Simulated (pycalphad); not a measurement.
All values are pycalphad results on the COST 507 light-alloy database (1999) (1 atm), not direct measurements. The database dates from 1999; later assessments differ in places, in temperatures and in the compounds included. Amounts are mole fractions of atoms. Kinetics are ignored, which matters at the lower temperatures.

Task: Give the equilibrium state of V-0.3705Si (wt.%) at 530 K.

Result: bcc, fraction 0.973, with <0.01 Si wt.%; SIV3, fraction 0.027, with 15.4 Si wt.%.

Database names, with the compositions (at.%) that they take in these runs: SIV3: V 75-78 Si 22-25.
